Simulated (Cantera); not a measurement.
**Transport properties of process gases**

Gas mixture: NH₃ : CH₄ = 0.58 : 0.9 (molar parts), at 105 Torr, frozen composition.

Cantera's kinetic-theory transport with the Lennard-Jones parameters of GRI-Mech 3.0, ideal gas; thermal conductivity in the multicomponent form. Polar gases are described roughly by these parameters. The composition is frozen, though it would react at the higher temperatures.

```json
[
 {"T (K)": "400", "ρ (kg/m³)": "0.0692", "cp (J/kg/K)": "2422", "μ (µPa s)": "14.2", "λ (mW/m/K)": "49.1", "Pr": "0.702", "D (cm²/s) N₂": "2.73", "D (cm²/s) O": "4.15", "D (cm²/s) NO": "2.69"},
 {"T (K)": "650", "ρ (kg/m³)": "0.0426", "cp (J/kg/K)": "3183", "μ (µPa s)": "21.4", "λ (mW/m/K)": "95.8", "Pr": "0.710", "D (cm²/s) N₂": "6.41", "D (cm²/s) O": "9.66", "D (cm²/s) NO": "6.33"},
 {"T (K)": "900", "ρ (kg/m³)": "0.0307", "cp (J/kg/K)": "3833", "μ (µPa s)": "27.6", "λ (mW/m/K)": "147", "Pr": "0.720", "D (cm²/s) N₂": "11.2", "D (cm²/s) O": "16.8", "D (cm²/s) NO": "11.0"},
 {"T (K)": "1150", "ρ (kg/m³)": "0.0241", "cp (J/kg/K)": "4376", "μ (µPa s)": "33.1", "λ (mW/m/K)": "200", "Pr": "0.726", "D (cm²/s) N₂": "16.9", "D (cm²/s) O": "25.4", "D (cm²/s) NO": "16.7"},
 {"T (K)": "1400", "ρ (kg/m³)": "0.0198", "cp (J/kg/K)": "4791", "μ (µPa s)": "38.2", "λ (mW/m/K)": "251", "Pr": "0.731", "D (cm²/s) N₂": "23.5", "D (cm²/s) O": "35.2", "D (cm²/s) NO": "23.2"},
 {"T (K)": "1650", "ρ (kg/m³)": "0.0168", "cp (J/kg/K)": "5116", "μ (µPa s)": "42.9", "λ (mW/m/K)": "299", "Pr": "0.734", "D (cm²/s) N₂": "31.0", "D (cm²/s) O": "46.3", "D (cm²/s) NO": "30.6"},
 {"T (K)": "1900", "ρ (kg/m³)": "0.0146", "cp (J/kg/K)": "5369", "μ (µPa s)": "47.3", "λ (mW/m/K)": "345", "Pr": "0.736", "D (cm²/s) N₂": "39.2", "D (cm²/s) O": "58.6", "D (cm²/s) NO": "38.7"}
]
```
D: mixture-averaged diffusion coefficient of that species in the mixture.
